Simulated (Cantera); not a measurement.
A closed system holds: 1 mol Fe3O4, 6.3 mol CO, 0.27 mol N2, at 13.0 Pa.

Method: chemical equilibrium by Gibbs-energy minimisation in Cantera with the NASA 1993 tables (ideal gas, pure condensed phases). Candidate condensed phases: C, Fe, Fe(CO)5, FeO, Fe2O3, Fe3O4; 27 gas species. The tables' stoichiometric FeO is somewhat more stable than real wüstite, so its field is too wide. FeO: taken at fixed stoichiometry. The numbers say what is thermodynamically allowed, not how fast it happens.

**Question.** Which condensed phases are stable at each of these points (T (°C)): 1550, 1600, 1650, 1700, 1750, 1800, 1850, 1900, 1950, 2000, 2050, 2100, 2150, 2200?

**Answer.** 
| T (°C) | condensed phases | Fe condensed (%) |
|---|---|---|
| 1550 | FeO(l) | 75.8 |
| 1600 | FeO(l) | 63.2 |
| 1650 | FeO(l) | 46.5 |
| 1700 | FeO(l) | 23.1 |
| 1750 | gas only | 0.0 |
| 1800 | gas only | 0.0 |
| 1850 | gas only | 0.0 |
| 1900 | gas only | 0.0 |
| 1950 | gas only | 0.0 |
| 2000 | gas only | 0.0 |
| 2050 | gas only | 0.0 |
| 2100 | gas only | 0.0 |
| 2150 | gas only | 0.0 |
| 2200 | gas only | 0.0 |

From 1550 °C to 1700 °C the condensed part is FeO(l). From 1750 °C to 2200 °C nothing is condensed.
